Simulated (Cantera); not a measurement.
A closed system holds: 1 mol SiCl4, 0.92 mol C2H4, 180 mol H2, at 2200 K and 1.00 Torr.

Equilibrium computed with Cantera from the NASA thermochemical tables; the gas is ideal and each condensed phase is pure. Candidate condensed phases: C, C6H6, C7H8, C8H18, Si, SiC; 109 gas species. The tables' values for SiCl are old estimates; treat these amounts as uncertain. The numbers say what is thermodynamically allowed, not how fast it happens.

Base state: H2 0.832, H 0.141, HCl 0.0178, Si 0.00440, Cl 0.00219, C2H2 (acetylene) 0.00213, SiC2 0.000423, SiH 6.49e-5 (mole fractions); condensed: C(graphite).

**Question.** What changes in the equilibrium state with this change: temperature from 2200 K to 1975 K?

**Answer.** 
```json
[
 {"species": "H2", "before": "0.832", "after": "0.940"},
 {"species": "H", "before": "0.141", "after": "0.0363"},
 {"species": "HCl", "before": "0.0178", "after": "0.0206"},
 {"species": "Si", "before": "0.00440", "after": "0.00121"},
 {"species": "C2H", "before": "1.25e-5", "after": "4.05e-7"},
 {"species": "SiC2", "before": "0.000423", "after": "4.45e-5"},
 {"species": "SiCl2", "before": "1.17e-5", "after": "5.55e-5"},
 {"species": "Cl", "before": "0.00219", "after": "0.000594"},
 {"species": "C2H2 (acetylene)", "before": "0.00213", "after": "0.000611"},
 {"species": "C(graphite), mol", "before": "0.806", "after": "0.858"},
 {"species": "SiC(s), mol", "before": "0", "after": "0.730"}
]
```
